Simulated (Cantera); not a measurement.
Charge: 1 mol Fe2O3, 1600 mol H2, 1.9 mol H2O, at 1002 °C and 0.0350 bar.

Method: chemical equilibrium by Gibbs-energy minimisation in Cantera with the NASA 1993 tables (ideal gas, pure condensed phases). Candidate condensed phases: Fe, FeO, Fe(OH)2, Fe(OH)3, Fe2O3, Fe3O4, H2O; 12 gas species. The numbers say what is thermodynamically allowed, not how fast it happens.

Base state: H2 0.997, H2O 0.00306 (mole fractions); condensed: Fe(γ).

Problem. What changes in the equilibrium state with this change: Fe2O3 replaced by ZrO2?

Solution. 
```csv
species,before,after
H2,0.997,0.999
H2O,0.00306,0.00119
"Fe(γ), mol",2.00,0
"ZrO2(monoclinic), mol",0,1.00
```
Further candidate phases: Zr, ZrO2.
